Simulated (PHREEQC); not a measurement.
A solution holds 190 mmol/kgw H2SO4 and 12 mmol/kgw KH2PO4, at 25 °C. It is in equilibrium with CO2 at log p = -2 (atm). Otherwise closed; pH follows from the charge balance.

The numbers come from PHREEQC with the ion-association model, phreeqc.dat.

Each row changes one thing in this solution. This is a speciation only: nothing precipitates in the calculation.

| case | pH | ionic strength (mol/kgw) | HSO4- (mol/kgw) | SO4-2 (mol/kgw) | K+ (mol/kgw) | H3PO4 (mol/kgw) |
|---|---|---|---|---|---|---|
| as made | 0.79 | 0.246 | 0.162 | 0.0278 | 0.0114 | 0.0113 |
| temperature from 25 to 65 °C | 0.82 | 0.216 | 0.177 | 0.0126 | 0.0115 | 0.0115 |
| H2SO4 from 0.19 to 0.019 mol/kgw | 1.75 | 0.0414 | 0.00933 | 0.00931 | 0.0116 | 0.00820 |
| diluted 5-fold with water | 1.39 | 0.0627 | 0.0258 | 0.0122 | 0.00232 | 0.00199 |
| KH2PO4 from 0.012 to 0.0132 mol/kgw | 0.79 | 0.246 | 0.162 | 0.0279 | 0.0126 | 0.0124 |
| temperature from 25 to 20 °C | 0.78 | 0.251 | 0.159 | 0.0301 | 0.0114 | 0.0113 |

At this temperature some constants are extrapolated from 25 °C, and those without enthalpy data are left unchanged.
